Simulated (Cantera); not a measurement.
Feed: 1 mol C6H6, 0.011 mol NH3, equilibrated at 0.133 bar.

Method: chemical equilibrium by Gibbs-energy minimisation in Cantera with the NASA 1993 tables (ideal gas, pure condensed phases). Candidate condensed phases: C, C6H6, C7H8, C8H18; 92 gas species. Kinetics and transport are ignored.

log p: log10 of the partial pressure in bar; n: condensed amount in mol.

```
T (K)  log p H2  log p CH4  log p H  log p C2H2 (acetylene)  log p N2  log p HCN  log p C2H  n C(graphite)
-----  --------  ---------  -------  ----------------------  --------  ---------  ---------  -------------
500       -2.15      -0.90     <-12                    <-12       [?]       <-12       <-12           4.53
700       -1.10      -1.27     <-12                    <-12       [?]     -10.56       <-12           5.13
900       -0.89      -2.29   -10.38                  -11.14     -3.60      -8.30       <-12           5.89
1100      -0.88      -3.20    -8.03                   -8.75     -3.61      -6.90       <-12           5.99
1300      -0.88      -3.86    -6.39                   -7.12     -3.62      -5.93       <-12           6.00
1500      -0.88      -4.34    -5.19                   -5.92     -3.62      -5.22       <-12           6.00
1700      -0.88      -4.71    -4.27                   -5.01     -3.63      -4.69     -10.66           6.00
1900      -0.88      -5.00    -3.54                   -4.30     -3.67      -4.28      -8.84           6.00
2100      -0.88      -5.24    -2.95                   -3.72       [?]      -3.98      -7.37           5.99
2300      -0.89      -5.45    -2.46                   -3.25       [?]      -3.75      -6.17           5.97
2500      -0.91      -5.65    -2.06                   -2.88       [?]      -3.61      -5.16           5.93
2700      -0.95      -5.86    -1.72                   -2.58       [?]      -3.54      -4.32           5.86
2900      -1.03      -6.12    -1.46                   -2.37       [?]      -3.53      -3.62           5.73
```

Question: Some entries are withheld; supply them.

Answer: 
- 500, log p N2: -3.33
- 700, log p N2: -3.47
- 2100, log p N2: -3.73
- 2300, log p N2: -3.84
- 2500, log p N2: -4.01
- 2700, log p N2: -4.23
- 2900, log p N2: -4.48
